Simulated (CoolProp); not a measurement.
Vapour-liquid equilibrium of R143a (1) + R1234yf (2) at 305.5 K; x and y are mole fractions of (1).

Model: multi-fluid Helmholtz-energy mixture model, Lemmon and Jacobsen 2000 and Lemmon 2022; pair parameters Bell 2016, in CoolProp.

```
x      bubble pressure, mixture model (MPa)  bubble pressure, Raoult's law (MPa)  y, mixture model  y, Raoult's law
-----  ------------------------------------  -----------------------------------  ----------------  ---------------
0.05                                 0.8711                               0.8690             0.080            0.088
0.125                                0.9246                               0.9205             0.189            0.207
0.2                                  0.9772                               0.9720               [?]            0.313
0.275                                 1.029                                1.023             0.376            0.409
0.35                                  1.080                                1.075             0.458            0.495
0.425                                   [?]                                1.126             0.533            0.574
0.5                                   1.182                                1.178             0.604            0.646
0.575                                   [?]                                1.229               [?]            0.711
0.65                                  1.283                                1.281             0.735            0.772
0.725                                 1.333                                1.332             0.795            0.828
0.8                                   1.384                                1.384             0.854            0.879
0.875                                 1.435                                1.435             0.910            0.927
0.95                                  1.486                                1.487             0.964            0.972
```

Some entries are withheld; supply them.


- 0.2, y, mixture model: 0.287
- 0.425, bubble pressure, mixture model (MPa): 1.131
- 0.575, bubble pressure, mixture model (MPa): 1.232
- 0.575, y, mixture model: 0.671

The largest gap from Raoult's law is +0.6 % in bubble pressure, at x = 0.275. No azeotrope shows between x = 0.05 and 0.95.

Pair parameters are fitted to limited data, so mixtures are less certain than the pure fluids.
